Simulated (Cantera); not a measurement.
A freely propagating, adiabatic, planar premixed flame of 35.0 % CO, 1.33 % H2, 13.0 % O2, 48.7 % N2, 2.00 % H2O, unburnt at 348 K and 1.00 atm; mixture-averaged transport, grid criteria slope 0.08 and curve 0.16, no radiation.

Detailed kinetics in Cantera: GRI-Mech 3.0 (53 species, 325 reactions). Burning velocities carry a grid error of a few per cent, more on coarse grids.

x: mole fraction of selected species; z is measured from the peak of heat release.

| z (mm) | T (K) | u (m/s) | x CO | x H2 | x O2 | x H2O | x CO2 | x HO2 |
|---|---|---|---|---|---|---|---|---|
| -1.82 | 348 | 0.728 | 0.350 | 0.0133 | 0.130 | 0.0200 | <1e-8 | <1e-8 |
| -1.21 | 348 | 0.728 | 0.350 | 0.0133 | 0.130 | 0.0200 | <1e-8 | <1e-8 |
| -0.910 | 348 | 0.728 | 0.350 | 0.0132 | 0.130 | 0.0200 | 3.55e-8 | 1.37e-8 |
| -0.607 | 348 | 0.728 | 0.350 | 0.0131 | 0.130 | 0.0200 | 8.78e-7 | 2.27e-7 |
| -0.303 | 362 | 0.756 | 0.350 | 0.0121 | 0.130 | 0.0202 | 0.000207 | 2.33e-5 |
| -0.152 | 564 | 1.17 | 0.341 | 0.0106 | 0.123 | 0.0232 | 0.00938 | 0.000321 |
| 0 | 1045 | 2.14 | 0.301 | 0.00711 | 0.0993 | 0.0290 | 0.0528 | 7.46e-5 |
| 0.152 | [?] | 2.77 | [?] | [?] | [?] | 0.0290 | [?] | [?] |
| 0.303 | 1596 | 3.11 | 0.199 | 0.00340 | 0.0409 | 0.0240 | 0.175 | 1.15e-5 |
| 0.607 | 1790 | 3.41 | 0.169 | 0.00397 | 0.0271 | 0.0215 | 0.215 | 5.78e-6 |
| 1.21 | 1952 | 3.68 | 0.159 | 0.00391 | [?] | [?] | 0.229 | [?] |
| 2.43 | 2094 | 3.91 | 0.149 | 0.00351 | 0.0162 | 0.0283 | 0.243 | 1.91e-6 |
| 4.86 | 2207 | 4.09 | 0.139 | 0.00312 | 0.0110 | 0.0307 | 0.257 | 1.00e-6 |

Problem. Some entries are withheld; supply them.

Solution. 
- 0.152, T (K): 1392
- 0.152, x CO: 0.244
- 0.152, x H2: 0.00376
- 0.152, x O2: 0.0640
- 0.152, x CO2: 0.120
- 0.152, x HO2: 2.46e-5
- 1.21, x O2: 0.0216
- 1.21, x H2O: 0.0250
- 1.21, x HO2: 3.46e-6
